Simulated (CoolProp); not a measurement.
Vapour-liquid equilibrium of n-heptane (1) + o-xylene (2) at 69.8 kPa; x and y are mole fractions of (1).

Computed with CoolProp (multi-fluid Helmholtz-energy mixture model, Span 2003 and Zhou 2012; pair parameters Bell 2016).

### Question
Give the bubble temperature and the first vapour's composition at x = 0.05, 0.25, 0.95. Is there an azeotrope?

### Answer
x = 0.05: 125.1 °C, y = 0.190; x = 0.25: 109.9 °C, y = 0.585; x = 0.95: 87.3 °C, y = 0.983. No azeotrope shows between x = 0.05 and 0.95.

Pair parameters are fitted to limited data, so mixtures are less certain than the pure fluids.
